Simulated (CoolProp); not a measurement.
The numbers come from the reference Helmholtz-energy equation of state, Lemmon 2006 in CoolProp. It is a short technical equation, of lower accuracy than the large ones.

Question: Give the vapour pressure (bar), liquid cp (kJ/(kg K)), liquid viscosity (µPa s) of saturated C3F8 (R218) at 167.5, 206, 215.7 K.

Answer: 
| T (K) | p (bar) | liquid cp (kJ/(kg K)) | liquid viscosity (µPa s) |
|---|---|---|---|
| 167.5 | 0.00905 | 0.845 | 1940 |
| 206 | 0.201 | 0.912 | 755 |
| 215.7 | 0.357 | 0.931 | 626 |

Viscosity comes from a separate model (Huber 2003), an estimate that may be off by 10 % or more.
